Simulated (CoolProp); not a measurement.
A single-stage vapour-compression cycle with the fluid: evaporating at 307.15 K (dew point), condensing at 373.15 K (bubble point), superheat 5 K, subcooling 5 K, compressor efficiency 0.65, no pressure losses. The same conditions are run with several fluids, on thermodynamics alone (safety and materials aside).

Computed with CoolProp (reference Helmholtz-energy equation of state of each fluid (n-pentane: Thol 2019; R124: de Vries 1995; n-perfluorobutane: Gao 2022; ethanol: Schroeder 2014; c-C4F8 (RC318): Platzer 1990; n-perfluoropentane: Gao 2022)). The equations of Platzer and Polt are older, rougher fits.

Question: Rank n-pentane, R124, n-perfluorobutane, ethanol, c-C4F8 (RC318), n-perfluoropentane by cooling COP, highest first.

Answer: ethanol (2.60), n-pentane (2.19), R124 (1.78), n-perfluoropentane (1.20), c-C4F8 (RC318) (1.17), n-perfluorobutane (0.685)

```tsv
fluid	pressure ratio	discharge temperature (K)	refrigerating effect (kJ/kg)	volumetric capacity (kJ/m³)
n-pentane	6.28	374.0	214	585
R124	4.75	385.1	67.9	2030
n-perfluorobutane	5.02	373.2	12.9	471
ethanol	17.2	479.4	747	174
c-C4F8 (RC318)	4.97	373.2	28.4	1020
n-perfluoropentane	6.42	373.2	24.3	344
```

The compression ends wet for: n-perfluorobutane; c-C4F8 (RC318); n-perfluoropentane.
